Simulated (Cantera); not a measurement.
# Equilibrium for silicon epitaxy and polysilicon growth: SiH2Cl2 + Cl2 + H2

Charge: 1 mol SiH2Cl2, 0.32 mol Cl2, 20 mol H2, held at 1173 K.

Method: chemical equilibrium by Gibbs-energy minimisation in Cantera with the NASA 1993 tables (ideal gas, pure condensed phases). Candidate condensed phases: Si; 19 gas species. The tables' values for SiCl3 are old estimates; treat these amounts as uncertain. Equilibrium is a limit: real reactors are often held back by kinetics, nucleation or transport.

From 1.00 mbar to 2.00 bar the condensed part is Si(s). The main Si-bearing gas is SiCl2 at 1.00 mbar and SiHCl3 at 2.00 bar. The share of Si in condensed phases is highest at 1.00 mbar (59.3 %) and lowest at 2.00 bar (33.9 %).

| P (Pa) | log p H2 | log p HCl | log p SiCl2 | log p SiHCl3 | log p SiCl4 | log p SiCl3 | log p SiH2Cl2 | n Si(s) |
|---|---|---|---|---|---|---|---|---|
| 100 | -3.04 | -4.11 | -4.82 | -6.42 | -5.85 | -5.84 | -7.88 | 0.593 |
| 460 | -2.38 | -3.50 | -4.26 | -5.25 | -4.74 | -5.00 | -6.65 | 0.571 |
| 2100 | -1.71 | -2.93 | -3.79 | -4.20 | -3.78 | -4.28 | -5.51 | 0.532 |
| 9600 | -1.05 | -2.39 | -3.38 | -3.26 | -2.97 | -3.67 | -4.44 | 0.476 |
| 44000 | -0.38 | -1.88 | -3.02 | -2.38 | -2.25 | -3.13 | -3.41 | 0.409 |
| 200000 | 0.28 | -1.39 | -2.69 | -1.56 | -1.59 | -2.64 | -2.42 | 0.339 |
log p: log10 of the partial pressure in bar; n: condensed amount in mol.
